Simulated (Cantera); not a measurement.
Standard-state values (1 bar) from the NASA 1993 polynomials, evaluated with Cantera. Values are per mole of reaction as written; species without (g) are pure solids or liquids, kept so even where they would boil at 1 bar.

7 O₂(g) + 4 BN ⇌ 4 NO₂(g) + 2 B₂O₃(g)

```json
[
 {"T (K)": "573", "ΔH° (kJ)": "-533.1", "ΔS° (J/K)": "29.6", "ΔG° (kJ)": "-550.1", "log10 K": "50.14"},
 {"T (K)": "673", "ΔH° (kJ)": "___", "ΔS° (J/K)": "___", "ΔG° (kJ)": "___", "log10 K": "___"},
 {"T (K)": "773", "ΔH° (kJ)": "___", "ΔS° (J/K)": "___", "ΔG° (kJ)": "___", "log10 K": "___"},
 {"T (K)": "873", "ΔH° (kJ)": "-536.8", "ΔS° (J/K)": "24.5", "ΔG° (kJ)": "-558.2", "log10 K": "33.40"},
 {"T (K)": "973", "ΔH° (kJ)": "___", "ΔS° (J/K)": "___", "ΔG° (kJ)": "___", "log10 K": "___"}
]
```

Some entries are withheld; supply them.


- 673, ΔH° (kJ): -534.1
- 673, ΔS° (J/K): 27.9
- 673, ΔG° (kJ): -552.9
- 673, log10 K: 42.91
- 773, ΔH° (kJ): -535.4
- 773, ΔS° (J/K): 26.2
- 773, ΔG° (kJ): -555.6
- 773, log10 K: 37.55
- 973, ΔH° (kJ): -538.4
- 973, ΔS° (J/K): 22.7
- 973, ΔG° (kJ): -560.5
- 973, log10 K: 30.09
